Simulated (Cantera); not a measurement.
A perfectly stirred reactor is fed with 0.813 % CH4, 98.0 % H2, 0.608 % O2, 0.588 % N2, equivalence ratio 83, at 30.8 Torr; it is held at 2475 K, and followed from long to short residence time.

Model: GRI-Mech 3.0 (53 species, 325 reactions), integrated in Cantera. Radical loss at walls, strong at low pressure, is not modelled.

x: mole fraction; the columns are a selection and need not sum to one.

```json
[
 {"τ (s)": "1.3", "x CH4": "3.63e-6", "x H2": "0.884", "x O2": "6.14e-8", "x C2H2": "2.60e-6", "x H": "0.0987", "x HCO": "6.50e-9", "x C2H": "1.97e-8"},
 {"τ (s)": "0.46", "x CH4": "?", "x H2": "0.894", "x O2": "?", "x C2H2": "?", "x H": "?", "x HCO": "?", "x C2H": "?"},
 {"τ (s)": "0.16", "x CH4": "5.41e-5", "x H2": "0.911", "x O2": "5.86e-7", "x C2H2": "0.000212", "x H": "0.0713", "x HCO": "1.69e-8", "x C2H": "1.13e-6"},
 {"τ (s)": "0.057", "x CH4": "0.000185", "x H2": "0.928", "x O2": "2.18e-6", "x C2H2": "0.000847", "x H": "0.0537", "x HCO": "3.10e-8", "x C2H": "3.33e-6"},
 {"τ (s)": "0.020", "x CH4": "0.000498", "x H2": "0.938", "x O2": "8.10e-6", "x C2H2": "0.00174", "x H": "0.0413", "x HCO": "5.52e-8", "x C2H": "5.20e-6"},
 {"τ (s)": "0.0070", "x CH4": "0.00116", "x H2": "0.945", "x O2": "2.92e-5", "x C2H2": "0.00220", "x H": "0.0327", "x HCO": "8.83e-8", "x C2H": "5.17e-6"},
 {"τ (s)": "0.0025", "x CH4": "?", "x H2": "0.951", "x O2": "?", "x C2H2": "?", "x H": "?", "x HCO": "?", "x C2H": "?"},
 {"τ (s)": "0.00087", "x CH4": "0.00420", "x H2": "0.956", "x O2": "0.000361", "x C2H2": "0.000943", "x H": "0.0201", "x HCO": "1.63e-7", "x C2H": "1.35e-6"},
 {"τ (s)": "0.00030", "x CH4": "0.00594", "x H2": "0.962", "x O2": "0.00129", "x C2H2": "0.000221", "x H": "0.0137", "x HCO": "1.98e-7", "x C2H": "2.14e-7"}
]
```

Question: Complete the blanks.

Answer: 
- 0.46, x CH4: 1.30e-5
- 0.46, x O2: 1.69e-7
- 0.46, x C2H2: 2.45e-5
- 0.46, x H: 0.0891
- 0.46, x HCO: 9.48e-9
- 0.46, x C2H: 1.66e-7
- 0.0025, x CH4: 0.00237
- 0.0025, x O2: 0.000101
- 0.0025, x C2H2: 0.00185
- 0.0025, x H: 0.0262
- 0.0025, x HCO: 1.25e-7
- 0.0025, x C2H: 3.46e-6
